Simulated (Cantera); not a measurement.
Source: NASA polynomial tables (part measured, part estimated), evaluated in Cantera. Values are per mole of reaction as written; species without (g) are pure solids or liquids, kept so even where they would boil at 1 bar.

5 O2(g) + 4 BN ⇌ 4 NO(g) + 2 B2O3(g)

| T (K) | ΔH° (kJ) | ΔS° (J/K) | ΔG° (kJ) | log10 K |
|---|---|---|---|---|
| 2348 | -347.8 | 299.8 | -1051.8 | 23.40 |
| 2373 | -348.6 | 299.5 | -1059.3 | 23.32 |
| 2398 | ? | ? | ? | ? |
| 2423 | -350.3 | 298.8 | -1074.2 | 23.16 |
| 2448 | ? | ? | ? | ? |
| 2473 | -351.9 | 298.1 | -1089.2 | 23.00 |
| 2498 | -352.7 | 297.8 | -1096.6 | 22.93 |
| 2523 | ? | ? | ? | ? |
| 2548 | -354.3 | 297.2 | -1111.5 | 22.79 |
| 2573 | -355.1 | 296.8 | -1118.9 | 22.71 |
| 2598 | ? | ? | ? | ? |

Q: Some entries are withheld; supply them.

A: 
- 2398, ΔH° (kJ): -349.5
- 2398, ΔS° (J/K): 299.1
- 2398, ΔG° (kJ): -1066.8
- 2398, log10 K: 23.24
- 2448, ΔH° (kJ): -351.1
- 2448, ΔS° (J/K): 298.5
- 2448, ΔG° (kJ): -1081.7
- 2448, log10 K: 23.08
- 2523, ΔH° (kJ): -353.5
- 2523, ΔS° (J/K): 297.5
- 2523, ΔG° (kJ): -1104.1
- 2523, log10 K: 22.86
- 2598, ΔH° (kJ): -355.9
- 2598, ΔS° (J/K): 296.5
- 2598, ΔG° (kJ): -1126.3
- 2598, log10 K: 22.65
